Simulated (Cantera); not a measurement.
Mixture: CO : H2 : CH4 : O2 : N2 : CO2 = 1 : 0.057 : 1.2 : 2.93 : 19 : 0.79 (molar parts), at 0.987 atm, adiabatic and at constant pressure. Ignition delay is the time to a rise of 400 K.

Computed with Cantera and GRI-Mech 3.0 (53 species, 325 reactions).

Task: What does this change do: H2 0.057 to 0.042 parts?

Result: 
```tsv
quantity	before	after
delay at 1200 K	54.8 ms	63.7 ms
delay at 1300 K	14.4 ms	16.2 ms
delay at 1400 K	4.26 ms	4.63 ms
delay at 1500 K	1.47 ms	1.56 ms
delay at 1600 K	0.598 ms	0.624 ms
apparent activation energy between 1500 and 1600 K	180 kJ/mol	180 kJ/mol
```

Task: What does this change do: pressure from 0.987 atm to 2.76 atm?

Result: 
```json
[
 {"quantity": "delay at 1200 K", "before": "54.8 ms", "after": "23.9 ms"},
 {"quantity": "delay at 1300 K", "before": "14.4 ms", "after": "6.83 ms"},
 {"quantity": "delay at 1400 K", "before": "4.26 ms", "after": "2.10 ms"},
 {"quantity": "delay at 1500 K", "before": "1.47 ms", "after": "0.718 ms"},
 {"quantity": "delay at 1600 K", "before": "0.598 ms", "after": "0.278 ms"},
 {"quantity": "apparent activation energy between 1500 and 1600 K", "before": "180 kJ/mol", "after": "190 kJ/mol"}
]
```

Task: What does this change do: CO 1 to 0.64 parts?

Result: 
```
quantity                                                before       after
--------------------------------------------------  ----------  ----------
delay at 1200 K                                        54.8 ms     51.8 ms
delay at 1300 K                                        14.4 ms     14.0 ms
delay at 1400 K                                        4.26 ms     4.21 ms
delay at 1500 K                                        1.47 ms     1.46 ms
delay at 1600 K                                       0.598 ms    0.599 ms
apparent activation energy between 1500 and 1600 K  180 kJ/mol  180 kJ/mol
```
